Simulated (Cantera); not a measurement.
# Thermodynamics of fluorocarbon and chlorocarbon gases, feed CHF3 + H2

Feed: 1 mol CHF3, 5.9 mol H2, at 17.0 mbar.

Method: chemical equilibrium by Gibbs-energy minimisation in Cantera with the NASA 1993 tables (ideal gas, pure condensed phases). Candidate condensed phases: C, C6H6, C7H8, C8H18; 95 gas species. The numbers say what is thermodynamically allowed, not how fast it happens.

From 1250 °C to 2000 °C the condensed part is C(graphite). The main C-bearing gas is CH4 at 1250 °C and C2H2 (acetylene) at 2000 °C.

```csv
T (°C),x H2,x HF,x H,x C2H2 (acetylene),x F,n C(graphite)
1250,0.620,0.380,0.000140,7.33e-6,2.76e-9,1.000
1325,0.620,0.380,0.000321,1.67e-5,1.05e-8,1.000
1400,0.620,0.380,0.000688,3.53e-5,3.54e-8,0.999
1475,0.619,0.379,0.00138,6.99e-5,1.08e-7,0.999
1550,0.618,0.379,0.00261,0.000131,3.00e-7,0.998
1625,0.616,0.379,0.00471,0.000232,7.69e-7,0.996
1700,0.613,0.378,0.00810,0.000393,1.84e-6,0.994
1775,0.609,0.377,0.0134,0.000638,4.13e-6,0.990
1850,0.602,0.376,0.0213,0.000997,8.77e-6,0.984
1925,0.592,0.373,0.0329,0.00150,1.77e-5,0.976
2000,0.578,0.370,0.0490,0.00218,3.42e-5,0.964
```
x: gas mole fraction; n: condensed amount in mol.
